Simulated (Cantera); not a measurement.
Feed: 1 mol Cu₂O, 5.6 mol CO, 12 mol N₂, held at 50.0 mbar.

Equilibrium computed with Cantera from the NASA thermochemical tables; the gas is ideal and each condensed phase is pure. Candidate condensed phases: C, Cu, CuO, Cu₂O; 27 gas species. Equilibrium is a limit: real reactors are often held back by kinetics, nucleation or transport. All values below are at 2325 °C.

Base state: N₂ 0.606, CO 0.244, Cu 0.101, CO₂ 0.0398, O 0.00457, NO 0.00230, O₂ 0.00196, CuO 6.79e-5 (mole fractions); condensed: gas only.

**Question.** What changes in the equilibrium state with this change: pressure from 50.0 mbar to 1.33 mbar?

**Answer.** 
| species | before | after |
|---|---|---|
| N₂ | 0.606 | 0.588 |
| CO | 0.244 | 0.267 |
| Cu | 0.101 | 0.0983 |
| CO₂ | 0.0398 | 0.00832 |
| O | 0.00457 | 0.0328 |
| Cu₂ | 3.20e-5 | 8.06e-7 |
| N | 2.44e-6 | 1.47e-5 |
| CuO | 6.79e-5 | 1.26e-5 |
| O₂ | 0.00196 | 0.00269 |
